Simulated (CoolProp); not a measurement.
R134a along the isotherm 181.85 °C: Z from the reference equation and from simpler models built on Tc = 101.1 °C, pc = 40.59 bar, ω = 0.327; each cubic takes its own stable root.

Computed with CoolProp (reference Helmholtz-energy equation of state, Tillner-Roth 1994).

```csv
p (bar),phase,reference,van der Waals,Redlich-Kwong,Soave-Redlich-Kwong,Peng-Robinson
25.4,gas,0.8887,0.8753,0.8753,0.8967,0.8793
50.7,supercritical,0.7721,0.7230,0.7422,0.7953,0.7657
76.1,supercritical,0.6629,0.5733,0.6233,0.7119,0.6757
101,supercritical,0.5950,0.5689,0.5786,0.6725,0.6325
127,supercritical,0.5830,0.6281,0.5958,0.6770,0.6317
152,supercritical,0.6068,0.6983,0.6355,0.7063,0.6549
178,supercritical,0.6473,0.7753,0.6854,0.7488,0.6910
203,supercritical,0.6929,0.8505,___,0.7952,0.7314
228,supercritical,0.7414,0.9259,0.7898,0.8445,0.7746
254,supercritical,0.7936,1.004,0.8454,0.8972,0.8213
279,supercritical,0.8444,1.079,0.8990,0.9486,0.8670
304,supercritical,0.8956,___,0.9525,1.000,0.9132
330,supercritical,0.9488,1.231,1.008,1.054,0.9614
355,supercritical,1.0000,1.305,1.061,1.106,1.008
381,supercritical,___,1.381,1.116,1.160,1.056
406,supercritical,1.104,1.454,1.169,1.212,1.102
```

Task: Complete the blanks.

Result: 
- 203, Redlich-Kwong: 0.7369
- 304, van der Waals: 1.154
- 381, reference: 1.053
